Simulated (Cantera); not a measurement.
Input: 1 mol C2H4, 3.6 mol H2, held at 1500 Pa.

Equilibrium computed with Cantera from the NASA thermochemical tables; the gas is ideal and each condensed phase is pure. Candidate condensed phases: C, C6H6, C7H8, C8H18; 76 gas species. Equilibrium is a limit: real reactors are often held back by kinetics, nucleation or transport. All values below are at 925 K.

Base state: H2 0.997, CH4 0.00338 (mole fractions); condensed: C(graphite).

Problem. What changes in the equilibrium state with this change: pressure from 1500 Pa to 370 Pa?

Solution. 
| species | before | after |
|---|---|---|
| H2 | 0.997 | 0.999 |
| CH4 | 0.00338 | 0.000838 |
| C(graphite), mol | 1.98 | 2.00 |
